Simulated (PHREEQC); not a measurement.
Consider water at 20 °C with 27 mmol/kgw HF and 24 mmol/kgw NaF. Closed to the air; pH follows from the charge balance.

Model: ion-association model, phreeqc.dat, run in PHREEQC.

| quantity | before | after |
|---|---|---|
| pH | 3.04 | 3.26 |
| ionic strength (mol/kgw) | 0.0248 | 0.00298 |
| HF (mol/kgw) | 0.0240 | 0.00210 |
| F- (mol/kgw) | 0.0228 | 0.00295 |
| HF2- (mol/kgw) | 0.00201 | 2.28e-5 |
| NaF (mol/kgw) | 0.000229 | 3.62e-6 |

Task: Which change was made?
(A) diluted 10-fold with water
(B) NaF from 0.024 to 0.0264 mol/kgw
(C) diluted 100-fold with water
(D) 0.00081 mol/kgw Li2SO4 added

Result: A, diluted 10-fold with water

No solid was allowed to form.
